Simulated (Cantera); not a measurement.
Input: 1 mol C₂H₆, 0.082 mol CO₂, 3.5 mol H₂, equilibrated at 2373.15 K and 101000 Pa.

These are equilibrium values from Cantera (NASA tables, ideal gas, pure condensed phases), not measurements of a reactor. Candidate condensed phases: C, C₆H₆, C₇H₈, C₈H₁₈, H₂O; 110 gas species. Rates play no part.

Base state: H₂ 0.956, CO 0.0244, H 0.0136, C₂H₂ (acetylene) 0.00588, CH₄ 0.000173, CH₃ 4.54e-5, C₄H₂ 1.49e-5 (mole fractions); condensed: C(graphite).

Q: What changes in the equilibrium state with this change: temperature from 2373.15 K to 1700 K?

A: 
| species | before | after |
|---|---|---|
| H₂ | 0.956 | 0.974 |
| CO | 0.0244 | 0.0246 |
| CH₄ | 0.000173 | 0.00105 |
| H | 0.0136 | 0.000144 |
| C₂H₂ (acetylene) | 0.00588 | 7.15e-5 |
| C₄H₂ | 1.49e-5 | 2.05e-9 |
| H₂O | 8.02e-7 | 1.17e-5 |
| CH₃ | 4.54e-5 | 3.18e-6 |
| C(graphite), mol | 1.84 | 1.91 |

Q: What changes in the equilibrium state with this change: temperature from 2373.15 K to 675 K?

A: 
```csv
species,before,after
H₂,0.956,0.492
CH₄,0.000173,0.471
H₂O,8.02e-7,0.0371
H,0.0136,<1e-9
CO,0.0244,9.70e-6
C₂H₂ (acetylene),0.00588,<1e-9
CH₃,4.54e-5,<1e-9
C₄H₂,1.49e-5,<1e-9
"C(graphite), mol",1.84,0
```

Q: What changes in the equilibrium state with this change: C₂H₆ replaced by CO?

A: 
```tsv
species	before	after
H₂	0.956	0.736
CO	0.0244	0.234
H₂O	8.02e-7	0.0168
H	0.0136	0.0119
C₂H₂ (acetylene)	0.00588	<1e-9
CO₂	3.52e-9	0.000916
OH	2.02e-9	4.84e-5
C(graphite), mol	1.84	0
```
